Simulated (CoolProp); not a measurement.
Properties of toluene at several states.

The numbers come from the reference Helmholtz-energy equation of state, Lemmon 2006 in CoolProp. It is a short technical equation, of lower accuracy than the large ones.

| T (K) | p (MPa) | phase | cv (kJ/(kg K)) | Joule-Thomson coefficient (K/MPa) | isothermal compressibility (1/MPa) | expansivity (1/kK) | conductivity (mW/(m K)) |
|---|---|---|---|---|---|---|---|
| 284.9 | 0.204 | liquid | 1.224 | -0.4810 | 0.0008377 | 1.059 | 134 |
| 338.3 | 0.0447 | liquid | 1.386 | -0.3995 | … | … | … |
| 272.3 | 21.4 | liquid | … | -0.5119 | … | 0.9472 | 143 |
| 427.2 | 0.905 | liquid | 1.667 | -0.2129 | 0.002762 | 1.547 | 97.3 |

Task: Some entries are withheld; supply them.

Result: 
- 338.3, isothermal compressibility (1/MPa): 0.001244
- 338.3, expansivity (1/kK): 1.168
- 338.3, conductivity (mW/(m K)): 119
- 272.3, cv (kJ/(kg K)): 1.198
- 272.3, isothermal compressibility (1/MPa): 0.0006566

Thermal conductivity comes from a separate model (Assael 2012).
